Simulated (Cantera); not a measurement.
An isothermal, constant-pressure homogeneous reactor starts with NO : N2 = 1 : 0.13 (molar parts), at 1650 K and 1.78 atm. Integrator tolerance rtol = 1e-08.

Computed with Cantera and GRI-Mech 3.0 (53 species, 325 reactions).

What does this change do: temperature 1650 to 1550 K?


| quantity | before | after |
|---|---|---|
| x(NO) at 20.0 s | 0.187 (gas-phase equilibrium 0.00292) | 0.419 (gas-phase equilibrium 0.00190) |
| x(N2O) at 20.0 s | 1.35e-5 (gas-phase equilibrium 1.94e-7) | 6.29e-5 (gas-phase equilibrium 1.29e-7) |
| x(N2) at 20.0 s | 0.464 (gas-phase equilibrium 0.556) | 0.347 (gas-phase equilibrium 0.557) |
| x(O2) at 20.0 s | 0.348 (gas-phase equilibrium 0.441) | 0.231 (gas-phase equilibrium 0.442) |
| x(O) at 20.0 s | 1.15e-5 (gas-phase equilibrium 1.29e-5) | 2.85e-6 (gas-phase equilibrium 3.90e-6) |
| x(NO2) at 20.0 s | 0.00114 (gas-phase equilibrium 2.00e-5) | 0.00272 (gas-phase equilibrium 1.70e-5) |
